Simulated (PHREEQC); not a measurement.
Make-up at 8 °C: 0.013 mol/kgw HCl, 0.00027 mol/kgw FeSO4 and 0.004 mol/kgw Fe2(SO4)3. Closed to the air; pH follows from the charge balance.

Model: ion-association model, wateq4f.dat, run in PHREEQC.

No solid was allowed to form.

Q: Order these S species by the share of S that they hold, largest first: FeSO4+, SO4-2, FeHSO4+2, HSO4-, Fe(SO4)2-.

A: FeSO4+ (49 %), SO4-2 (31 %), HSO4- (13 %), Fe(SO4)2- (4.1 %), FeHSO4+2 (2.2 %)

The pH is 2.01 and the ionic strength 0.0303 mol/kgw. Examples of supersaturated solids here: Hematite (slow to form), Goethite (slow to form). Others may be too. At this temperature some constants are extrapolated from 25 °C, and those without enthalpy data are left unchanged.
